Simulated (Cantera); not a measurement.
**Metals in furnace atmospheres: Pb + H2O + CO**

A closed system holds: 1 mol Pb, 4.8 mol H2O, a varied amount of CO, held at 0.110 bar.

These are equilibrium values from Cantera (NASA tables, ideal gas, pure condensed phases), not measurements of a reactor. Candidate condensed phases: C, C6H6, C7H8, C8H18, H2O, Pb, PbO, PbO2, Pb3O4; 113 gas species. Kinetics and transport are ignored.

Q: Map the stable condensed phases over T = 575, 650, 725, 800, 875, 950, 1025, 1100, 1175, 1250 °C and n(CO) in mol = 0.93, 1.2, 1.6, 2, 2.6, 3.3, 4.3, 5.5, 7.1, 9.2, 12, 15.

A: 
```
T in °C \ n(CO) in mol
         0.93  1.2  1.6    2  2.6  3.3  4.3  5.5  7.1  9.2   12   15
   1250     A    A    A    A    A    A    A    A    A    A    A    A
   1175     B    B    B    A    A    A    A    A    A    A    A    A
   1100     B    B    B    B    B    B    B    B    B    B    A    A
   1025     B    B    B    B    B    B    B    B    B    B    B    B
    950     B    B    B    B    B    B    B    B    B    B    B    B
    875     B    B    B    B    B    B    B    B    B    B    B    B
    800     B    B    B    B    B    B    B    B    B    B    B    B
    725     B    B    B    B    B    B    B    B    B    B    B    B
    650     B    B    B    B    B    B    B    B    B    B    B    B
    575     B    B    B    B    B    B    B    B    B    C    C    C
```
A: gas only; B: Pb; C: C + Pb.
